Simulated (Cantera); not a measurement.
What does this Cantera script print?

```python
import numpy as np
import cantera as ct

gas_names = [...]  # 95 gases of nasa_gas.yaml made of C, F, H
cond_names = """
    C(gr) C6H6(L) C7H8(L) C8H18(L),n-octa
""".split()


# ... load() reads the species with a 1 bar reference pressure and builds the phases ...
atoms = {
    'CF4': {'C': 1, 'F': 4},
    'H2': {'H': 2},
}
top_T = {'C(gr)': 4500}  # K; cautious upper limits of use, not melting points


# ... equilibrate(T, P, feed) seeds the gas with the atoms and calls Mixture.equilibrate('TP', solver="vcs", rtol=1e-11, max_steps=5000) ...
results = []
T = 1898  # K
P = 100000  # Pa
for m in [0.33, 0.51, 0.8, 1.2, 1.9, 3, 4.8, 7.4]:
    feed = {'CF4': 1, 'H2': m}  # mol
    mix = equilibrate(T, P, feed)
    results.append((T, P, feed, dict(zip(mix.species_names, mix.species_moles))))
    x = sorted(zip(gas.X, gas.species_names), reverse=True)
    print(f"T = {T:g} K  P = {P:g} Pa  n(H2) = {m:g} mol  gas = {mix.phase_moles(0):.4g} mol")
    print("   x: " + "  ".join(f"{s} {v:.3e}" for v, s in x if v > 1e-06))
    print("   condensed (mol): " + ("  ".join(f"{mix.phase(i).name} {mix.phase_moles(i):.4g}"
          for i in range(1, mix.n_phases) if mix.phase_moles(i) > 1e-12) or "none"))
```

Output:

```
T = 1898 K  P = 100000 Pa  n(H2) = 0.33 mol  gas = 1.498 mol
   x: CF4 5.548e-01  HF 4.405e-01  CF2 3.406e-03  CF3 9.021e-04  F 3.500e-04  CHF3 3.020e-05  H2F2 1.632e-06  C2F4 1.356e-06
   condensed (mol): C(gr) 0.1622
T = 1898 K  P = 100000 Pa  n(H2) = 0.51 mol  gas = 1.768 mol
   x: HF 5.768e-01  CF4 4.192e-01  CF2 2.960e-03  CF3 7.310e-04  F 3.263e-04  CHF3 3.437e-05  H2F2 2.797e-06  C2F4 1.024e-06
   condensed (mol): C(gr) 0.2522
T = 1898 K  P = 100000 Pa  n(H2) = 0.8 mol  gas = 2.203 mol
   x: HF 7.261e-01  CF4 2.706e-01  CF2 2.379e-03  CF3 5.265e-04  F 2.925e-04  CHF3 3.477e-05  H2F2 4.434e-06
   condensed (mol): C(gr) 0.3972
T = 1898 K  P = 100000 Pa  n(H2) = 1.2 mol  gas = 2.803 mol
   x: HF 8.562e-01  CF4 1.415e-01  CF2 1.720e-03  CF3 3.238e-04  F 2.487e-04  CHF3 2.964e-05  H2F2 6.164e-06
   condensed (mol): C(gr) 0.5975
T = 1898 K  P = 100000 Pa  n(H2) = 1.9 mol  gas = 3.851 mol
   x: HF 9.866e-01  CF4 1.265e-02  CF2 5.142e-04  F 1.360e-04  CF3 5.292e-05  CHF3 1.021e-05  H2F2 8.186e-06  H2 2.270e-06  H 1.178e-06
   condensed (mol): C(gr) 0.9491
T = 1898 K  P = 100000 Pa  n(H2) = 3 mol  gas = 5.001 mol
   x: HF 7.999e-01  H2 1.997e-01  H 3.493e-04  C2H2,acetylene 7.512e-05  CH4 2.254e-05  H2F2 5.380e-06
   condensed (mol): C(gr) 0.9991
T = 1898 K  P = 100000 Pa  n(H2) = 4.8 mol  gas = 6.801 mol
   x: HF 5.881e-01  H2 4.111e-01  H 5.012e-04  C2H2,acetylene 1.547e-04  CH4 9.555e-05  H2F2 2.909e-06  CH3 2.335e-06
   condensed (mol): C(gr) 0.9972
T = 1898 K  P = 100000 Pa  n(H2) = 7.4 mol  gas = 9.401 mol
   x: H2 5.735e-01  HF 4.255e-01  H 5.920e-04  C2H2,acetylene 2.158e-04  CH4 1.860e-04  CH3 3.848e-06  H2F2 1.522e-06  C2H4 1.521e-06
   condensed (mol): C(gr) 0.9941
```

Method: chemical equilibrium by Gibbs-energy minimisation in Cantera with the NASA 1993 tables (ideal gas, pure condensed phases). Gases not in the tables: C2F6 and larger saturated fluorocarbons.
